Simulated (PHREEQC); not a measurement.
Solution (42 °C): 0.02 mol H3BO3 and 0.0195 mol Na2HPO4 per kg of water. Closed to the air; pH follows from the charge balance.

Equilibrium calculation in PHREEQC: ion-association model, wateq4f.dat.

Precipitation was switched off in this run.

Problem. Order these P species by the share of P that they hold, largest first: NaHPO4-, H2PO4-, HPO4-2.

Solution. HPO4-2 (89 %), H2PO4- (8.1 %), NaHPO4- (2.9 %)

The pH is 7.94 and the ionic strength 0.0558 mol/kgw. H3PO4, which wateq4f.dat lacks, is added to it with the constant of phreeqc.dat. At this temperature some constants are extrapolated from 25 °C, and those without enthalpy data are left unchanged.
